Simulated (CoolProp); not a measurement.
Vapour-liquid equilibrium of hydrogen sulfide (1) + n-butane (2) at 1580 kPa; x and y are mole fractions of (1).

Values from CoolProp's multi-fluid Helmholtz-energy mixture model, Lemmon 2006 and Bücker 2006; pair parameters Kunz 2012.

| x | bubble temperature, mixture model (K) | bubble temperature, Raoult's law (K) | y, mixture model | y, Raoult's law |
|---|---|---|---|---|
| 0.05 | 363.0 | 363.6 | 0.195 | 0.242 |
| 0.125 | 346.6 | 350.1 | 0.438 | 0.476 |
| 0.2 | 333.1 | 339.5 | 0.603 | 0.624 |
| 0.275 | 322.9 | 330.8 | 0.708 | 0.723 |
| 0.35 | 315.2 | 323.6 | 0.775 | 0.794 |
| 0.425 | 309.4 | 317.4 | 0.821 | 0.845 |
| 0.5 | 304.9 | 312.0 | 0.854 | 0.884 |
| 0.575 | 301.4 | 307.4 | 0.880 | 0.914 |
| 0.65 | 298.5 | 303.2 | 0.901 | 0.937 |
| 0.725 | 296.0 | 299.5 | 0.920 | 0.956 |
| 0.8 | 293.8 | 296.1 | 0.938 | 0.971 |
| 0.875 | 291.8 | 293.0 | 0.957 | 0.984 |
| 0.95 | 289.8 | 290.2 | 0.980 | 0.994 |

The largest gap from Raoult's law is -8.4 K in bubble temperature, at x = 0.35. No azeotrope shows between x = 0.05 and 0.95.

Pair parameters are fitted to limited data, so mixtures are less certain than the pure fluids.
